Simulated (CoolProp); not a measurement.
Saturation properties of CF4 (R14) (Tc = 227.4 K, pc = 3.762 MPa, ω = 0.178).

The numbers come from the reference Helmholtz-energy equation of state, Platzer 1990 in CoolProp. This equation is an older, rougher fit; its heat capacities, sound speeds and derivatives of the liquid may be far off and weren't checked against measurements.

```
T (K)  p (MPa)  vapour viscosity (µPa s)  liquid conductivity (mW/(m K))
-----  -------  ------------------------  ------------------------------
137.2  0.05602                      8.19                             102
140.2  0.07078                      8.39                            99.2
143.3  0.08908                      8.60                            96.9
146.4   0.1109                      8.82                            94.5
149.4   0.1357                      9.03                            92.3
152.5   0.1657                      9.25                            90.0
155.6   0.2006                      9.48                            87.6
158.7   0.2408                      9.71                            85.3
161.7   0.2852                      9.94                            83.1
164.8   0.3374                      10.2                            80.8
```

It boils at 145.1 K under 1 atm.

Viscosity comes from a separate model (Huber 2003), an estimate that may be off by 10 % or more. Thermal conductivity comes from a separate model (Huber 2003), an estimate that may be off by 10 % or more.
